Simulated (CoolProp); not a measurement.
Aqueous methanol as a coolant, 44 % by mass, freezing at -44.7 °C, 1 atm.

Computed with CoolProp (Melinder's fits for secondary coolants).

```json
[
 {"T (°C)": "-39.8", "conductivity (W/(m K))": "0.346", "density (kg/m³)": "960.5", "cp (kJ/(kg K))": "3.081", "Prandtl number": "[?]"},
 {"T (°C)": "-32", "conductivity (W/(m K))": "0.349", "density (kg/m³)": "956.6", "cp (kJ/(kg K))": "3.193", "Prandtl number": "147"},
 {"T (°C)": "-24.2", "conductivity (W/(m K))": "0.352", "density (kg/m³)": "952.5", "cp (kJ/(kg K))": "[?]", "Prandtl number": "[?]"},
 {"T (°C)": "-16.4", "conductivity (W/(m K))": "0.355", "density (kg/m³)": "948.4", "cp (kJ/(kg K))": "3.402", "Prandtl number": "67.9"},
 {"T (°C)": "-8.6", "conductivity (W/(m K))": "0.358", "density (kg/m³)": "944.1", "cp (kJ/(kg K))": "3.495", "Prandtl number": "48.8"},
 {"T (°C)": "-0.8", "conductivity (W/(m K))": "0.361", "density (kg/m³)": "[?]", "cp (kJ/(kg K))": "3.578", "Prandtl number": "36.2"},
 {"T (°C)": "7", "conductivity (W/(m K))": "0.364", "density (kg/m³)": "935.1", "cp (kJ/(kg K))": "3.650", "Prandtl number": "27.6"},
 {"T (°C)": "14.8", "conductivity (W/(m K))": "0.367", "density (kg/m³)": "[?]", "cp (kJ/(kg K))": "3.709", "Prandtl number": "21.6"},
 {"T (°C)": "22.6", "conductivity (W/(m K))": "0.370", "density (kg/m³)": "[?]", "cp (kJ/(kg K))": "3.754", "Prandtl number": "17.1"},
 {"T (°C)": "30.4", "conductivity (W/(m K))": "0.373", "density (kg/m³)": "920.7", "cp (kJ/(kg K))": "[?]", "Prandtl number": "[?]"},
 {"T (°C)": "38.2", "conductivity (W/(m K))": "0.377", "density (kg/m³)": "915.6", "cp (kJ/(kg K))": "3.795", "Prandtl number": "11.2"}
]
```

Complete the blanks.


- -39.8, Prandtl number: 231
- -24.2, cp (kJ/(kg K)): 3.301
- -24.2, Prandtl number: 97.9
- -0.8, density (kg/m³): 939.7
- 14.8, density (kg/m³): 930.5
- 22.6, density (kg/m³): 925.7
- 30.4, cp (kJ/(kg K)): 3.783
- 30.4, Prandtl number: 13.8
